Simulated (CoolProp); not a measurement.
Vapour-liquid equilibrium of R152A (1) + n-pentane (2) at 57.75 °C; x and y are mole fractions of (1).

Model: multi-fluid Helmholtz-energy mixture model, Outcalt 1996 and Thol 2019; pair parameters Bell 2016, in CoolProp.

| x | bubble pressure, mixture model (bar) | bubble pressure, Raoult's law (bar) | y, mixture model | y, Raoult's law |
|---|---|---|---|---|
| 0.05 | 3.607 | 2.621 | ___ | 0.271 |
| 0.125 | 5.571 | 3.538 | 0.641 | 0.503 |
| 0.2 | ___ | 4.454 | ___ | 0.639 |
| 0.275 | 8.268 | 5.370 | ___ | 0.729 |
| 0.35 | 9.183 | 6.287 | 0.797 | 0.792 |
| 0.425 | ___ | 7.203 | 0.818 | 0.840 |
| 0.5 | 10.54 | 8.119 | 0.836 | 0.876 |
| 0.575 | 11.10 | 9.035 | ___ | 0.905 |
| 0.65 | 11.63 | 9.952 | 0.869 | 0.929 |
| 0.725 | 12.16 | 10.87 | ___ | 0.949 |
| 0.8 | 12.71 | 11.78 | 0.909 | 0.966 |
| 0.875 | 13.28 | 12.70 | 0.936 | 0.980 |
| 0.95 | 13.86 | 13.62 | 0.971 | 0.993 |

What belongs in the gaps?


- 0.05, y, mixture model: 0.440
- 0.2, bubble pressure, mixture model (bar): 7.094
- 0.2, y, mixture model: 0.723
- 0.275, y, mixture model: 0.768
- 0.425, bubble pressure, mixture model (bar): 9.918
- 0.575, y, mixture model: 0.852
- 0.725, y, mixture model: 0.887

The largest gap from Raoult's law is +59.3 % in bubble pressure, at x = 0.2. No azeotrope shows between x = 0.05 and 0.95.

Pair parameters are fitted to limited data, so mixtures are less certain than the pure fluids. With so large a gap from Raoult's law the liquid may split in two, which this calculation doesn't test in full.
